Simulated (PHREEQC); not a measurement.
# Metal-bearing waste water: speciation

Make-up at 50 °C: 0.1 mol/kgw CuSO4, 0.0047 mol/kgw CaCl2, 0.00026 mol/kgw NaHCO3 and 8.2e-05 mol/kgw Na2SO4. Closed to the air; pH follows from the charge balance.

All values are PHREEQC results (ion-association model, phreeqc.dat), not measurements.

Each row changes one thing in this solution. No solid was allowed to form.

| case | pH | ionic strength (mol/kgw) | Cu+2 (mol/kgw) | SO4-2 (mol/kgw) | CuSO4 (mol/kgw) | Na+ (mol/kgw) |
|---|---|---|---|---|---|---|
| as made | 4.38 | 0.211 | 0.0505 | 0.0498 | 0.0480 | 0.000393 |
| diluted 100-fold with water | 5.13 | 0.00368 | 0.000880 | 0.000886 | [?] | 4.22e-6 |
| Na2SO4 from 8.2e-05 to 0.00082 mol/kgw | 4.38 | 0.213 | 0.0504 | 0.0503 | 0.0481 | 0.00176 |
| CuSO4 from 0.1 to 0.11 mol/kgw | 4.36 | 0.229 | [?] | 0.0543 | 0.0535 | 0.000391 |
| CaCl2 left out | 4.38 | 0.201 | [?] | 0.0503 | 0.0496 | 0.000392 |
| CaCl2 from 0.0047 to 0.00517 mol/kgw | 4.38 | 0.212 | [?] | 0.0498 | 0.0478 | 0.000393 |
| temperature from 50 to 80 °C | 4.08 | 0.209 | 0.0490 | 0.0498 | 0.0475 | 0.000391 |
| 0.0097 mol/kgw HCl added | [?] | 0.217 | 0.0525 | 0.0462 | 0.0453 | 0.000395 |

Q: Some entries are withheld; supply them.

A: 
- diluted 100-fold with water, CuSO4 (mol/kgw): 0.000109
- CuSO4 from 0.1 to 0.11 mol/kgw, Cu+2 (mol/kgw): 0.0549
- CaCl2 left out, Cu+2 (mol/kgw): 0.0499
- CaCl2 from 0.0047 to 0.00517 mol/kgw, Cu+2 (mol/kgw): 0.0506
- 0.0097 mol/kgw HCl added, pH: 2.66

Species that the database lacks are ignored. At this temperature some constants are extrapolated from 25 °C, and those without enthalpy data are left unchanged.
